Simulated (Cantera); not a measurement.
A freely propagating, adiabatic, planar premixed flame of 49.2 % H₂, 10.7 % O₂, 40.2 % N₂, equivalence ratio 2.3, unburnt at 500 K and 0.280 bar; mixture-averaged transport, grid criteria slope 0.08 and curve 0.16, no radiation.

Cantera simulation using the H2/O2 subset of GRI-Mech 3.0, which has no nitrogen chemistry; the numbers are that mechanism's predictions, not measurements. Burning velocities carry a grid error of a few per cent, more on coarse grids.

Question: Predict: laminar burning velocity; thermal thickness; peak x(O); peak x(OH); peak x(H₂O₂).

Answer: 
- laminar burning velocity = 553 cm/s
- thermal thickness = 2.26 mm
- peak x(O) = 0.00333
- peak x(OH) = 0.00284
- peak x(H₂O₂) = 5.19e-6
